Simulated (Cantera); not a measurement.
Charge: 1 mol CH3SiCl3, 0.063 mol C2H4, 340 mol H2, 0.35 mol C2H2, held at 1623.15 K and 1.33 mbar.

These are equilibrium values from Cantera (NASA tables, ideal gas, pure condensed phases), not measurements of a reactor. Candidate condensed phases: C, C6H6, C7H8, C8H18, Si, SiC; 109 gas species. The feed counts by its element totals alone. Equilibrium is a limit: real reactors are often held back by kinetics, nucleation or transport.

Base state: H2 0.989, HCl 0.00871, H 0.00189, C2H2 (acetylene) 3.45e-5, Cl 1.31e-5 (mole fractions); condensed: C(graphite) + SiC(s).

**Question.** What changes in the equilibrium state with this change: temperature from 1623.15 K to 1198.15 K?

**Answer.** 
```tsv
species	before	after
H2	0.989	0.991
HCl	0.00871	0.00873
CH4	1.93e-6	2.10e-5
H	0.00189	5.20e-6
C2H2 (acetylene)	3.45e-5	9.83e-8
Cl	1.31e-5	3.97e-8
C(graphite), mol	0.803	0.819
SiC(s), mol	0.998	1.000
```

**Question.** What changes in the equilibrium state with this change: CH3SiCl3 replaced by SiH4?

**Answer.** 
```csv
species,before,after
H2,0.989,0.998
H,0.00189,0.00189
Si,1.34e-6,0.000118
HCl,0.00871,0
Cl,1.31e-5,0
C2H2 (acetylene),3.45e-5,4.50e-9
"C(graphite), mol",0.803,0
"SiC(s), mol",0.998,0.826
"Si(s), mol",0,0.128
```
Mutual solubility and eutectic melting of coexisting phases are not modelled.

**Question.** What changes in the equilibrium state with this change: temperature from 1623.15 K to 1825 K?

**Answer.** 
| species | before | after |
|---|---|---|
| H2 | 0.989 | 0.979 |
| H | 0.00189 | 0.0119 |
| HCl | 0.00871 | 0.00859 |
| C2H2 (acetylene) | 3.45e-5 | 0.000210 |
| Si | 1.34e-6 | 9.20e-5 |
| Cl | 1.31e-5 | 7.98e-5 |
| C(graphite), mol | 0.803 | 0.716 |
| SiC(s), mol | 0.998 | 0.963 |
